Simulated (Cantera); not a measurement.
Input: 1 mol SiCl4, 0.084 mol HCl, 240 mol H2, held at 1825 °C.

Equilibrium computed with Cantera from the NASA thermochemical tables; the gas is ideal and each condensed phase is pure. Candidate condensed phases: Si; 19 gas species. Gases not in the tables: Si2H6 and higher silanes. The numbers say what is thermodynamically allowed, not how fast it happens.

Task: Which condensed phases are stable at each of these points (P (Pa)): 100, 220, 460, 1000, 2200, 4600, 10000, 22000, 46000, 100000?

Result: 
| P (Pa) | condensed phases | Si condensed (%) |
|---|---|---|
| 100 | gas only | 0.0 |
| 220 | gas only | 0.0 |
| 460 | gas only | 0.0 |
| 1000 | gas only | 0.0 |
| 2200 | gas only | 0.0 |
| 4600 | gas only | 0.0 |
| 10000 | Si(l) | 41.5 |
| 22000 | Si(l) | 62.1 |
| 46000 | Si(l) | 71.6 |
| 100000 | Si(l) | 76.6 |

From 100 Pa to 4600 Pa nothing is condensed. From 10000 Pa to 100000 Pa the condensed part is Si(l).
